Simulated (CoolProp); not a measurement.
R404A at 298.15 K and 0.403 MPa flows at 0.4 m/s in a round tube of 25 mm bore and 0.25 µm roughness, fully developed (64/Re and Nu = 3.66 if laminar; Colebrook and Gnielinski if turbulent). Each further row changes one setting.

The numbers come from the reference Helmholtz-energy equation of state, Lemmon 2003 in CoolProp. It is a pseudo-pure fit of the blend.

```csv
case,Reynolds number,Darcy friction factor,pressure drop (Pa/m),heat-transfer coefficient (W/(m² K)),mass flow (kg/h)
as stated,13900,0.0284,___,___,12.1
velocity 0.8 m/s,27800,0.0239,5.23,39.9,24.1
diameter 50 mm,27800,0.0239,0.653,19.9,___
```

Q: Fill in the missing entries.

A: 
- as stated, pressure drop (Pa/m): 1.55
- as stated, heat-transfer coefficient (W/(m² K)): 23.0
- diameter 50 mm, mass flow (kg/h): 48.2

Viscosity comes from a separate model (Geller 2000). Thermal conductivity comes from a separate model (Geller 2001).
